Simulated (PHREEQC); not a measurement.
Solution (20 °C): 160 mmol/kgw K2CO3, 1.5 mmol/kgw H3BO3 and 59 mmol/kgw NaOH. Closed to the air; pH follows from the charge balance.

All values are PHREEQC results (ion-association model, phreeqc.dat), not measurements.

No solid was allowed to form.

Problem. Order these C species by the share of C that they hold, largest first: HCO3-, CO3-2, NaCO3-.

Solution. CO3-2 (88 %), NaCO3- (12 %), HCO3- (0.13 %)

The pH is 12.73 and the ionic strength 0.502 mol/kgw.
